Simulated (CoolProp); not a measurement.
trans-2-butene along the isobar 5500 kPa: Z from the reference equation and from simpler models built on Tc = 428.6 K, pc = 4019 kPa, ω = 0.210; each cubic takes its own stable root.

Values from CoolProp's reference Helmholtz-energy equation of state, Lemmon 2005. It is a short technical equation, of lower accuracy than the large ones.

| T (K) | phase | reference |
|---|---|---|
| 193.4 | liquid | 0.2685 |
| 212.2 | liquid | 0.2513 |
| 231.1 | liquid | 0.2371 |
| 249.9 | liquid | 0.2256 |
| 268.8 | liquid | 0.2162 |
| 287.6 | liquid | 0.2086 |
| 306.5 | liquid | 0.2027 |
| 325.3 | liquid | 0.1983 |
| 344.2 | liquid | 0.1956 |
| 363.1 | liquid | 0.1946 |
| 381.9 | liquid | 0.1961 |
| 400.8 | liquid | 0.2010 |
| 419.6 | liquid | 0.2130 |
| 438.5 | supercritical | 0.2497 |

Q: How far does each simpler model (van der Waals, Redlich-Kwong, Soave-Redlich-Kwong, Peng-Robinson) lie from the reference over these 14 states: mean and median of the absolute difference, and the worst?

A: 
- van der Waals: mean 58.0 %, median 59.7 %, worst +65.4 % at 193.4 K and 5500 kPa
- Redlich-Kwong: mean 14.5 %, median 12.9 %, worst +21.0 % at 419.6 K and 5500 kPa
- Soave-Redlich-Kwong: mean 12.5 %, median 10.5 %, worst +23.7 % at 438.5 K and 5500 kPa
- Peng-Robinson: mean 3.4 %, median 2.7 %, worst +13.0 % at 438.5 K and 5500 kPa
